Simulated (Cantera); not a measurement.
A freely propagating, adiabatic, planar premixed flame of CO : H₂ : O₂ : N₂ = 1 : 0.03 : 0.343 : 1.29 (molar parts), equivalence ratio 1.5, unburnt at 600 K and 2.96 atm; mixture-averaged transport, grid criteria slope 0.08 and curve 0.16, no radiation.

Model: GRI-Mech 3.0 (53 species, 325 reactions), integrated in Cantera. The hydrogen kinetics of GRI-Mech 3.0 are dated; newer H2 mechanisms differ, most at raised pressure. Burning velocities carry a grid error of a few per cent, more on coarse grids.

x: mole fraction of selected species; z is measured from the peak of heat release.

| z (mm) | T (K) | u (m/s) | x CO | x H₂ | x O₂ | x N₂O | x NO₂ | x OH |
|---|---|---|---|---|---|---|---|---|
| -0.744 | 600 | 1.21 | 0.376 | 0.0113 | 0.129 | <1e-8 | <1e-8 | <1e-8 |
| -0.496 | 600 | 1.21 | 0.376 | 0.0112 | 0.129 | <1e-8 | <1e-8 | <1e-8 |
| -0.372 | 600 | 1.21 | 0.376 | 0.0111 | 0.129 | <1e-8 | <1e-8 | <1e-8 |
| -0.248 | 601 | 1.21 | 0.376 | 0.0107 | 0.129 | <1e-8 | <1e-8 | <1e-8 |
| -0.124 | 627 | 1.26 | 0.375 | 0.00918 | 0.128 | <1e-8 | 2.59e-8 | 1.03e-7 |
| -0.0620 | 844 | 1.69 | 0.362 | 0.00695 | 0.120 | 2.71e-8 | 3.39e-8 | 0.000118 |
| 0 | 1311 | 2.57 | 0.314 | 0.00311 | 0.0900 | 2.79e-7 | 1.71e-8 | 0.000836 |
| 0.0620 | 1654 | 3.15 | 0.258 | 0.00110 | 0.0545 | 6.62e-7 | 3.45e-8 | 0.00183 |
| 0.124 | 1850 | 3.46 | 0.226 | 0.000964 | 0.0370 | 7.08e-7 | 4.80e-8 | 0.00247 |
| 0.248 | 2050 | 3.77 | 0.204 | 0.00109 | 0.0266 | 6.35e-7 | 6.46e-8 | 0.00312 |
| 0.496 | 2228 | 4.05 | 0.189 | 0.00112 | 0.0198 | 5.68e-7 | 8.97e-8 | 0.00327 |
| 0.992 | 2371 | 4.26 | 0.175 | 0.00106 | 0.0132 | 4.67e-7 | 1.23e-7 | 0.00292 |
| 1.98 | 2476 | 4.41 | 0.163 | 0.000991 | ? | ? | ? | ? |

Question: Some entries are withheld; supply them.

Answer: 
- 1.98, x O₂: 0.00764
- 1.98, x N₂O: 3.38e-7
- 1.98, x NO₂: 1.45e-7
- 1.98, x OH: 0.00233
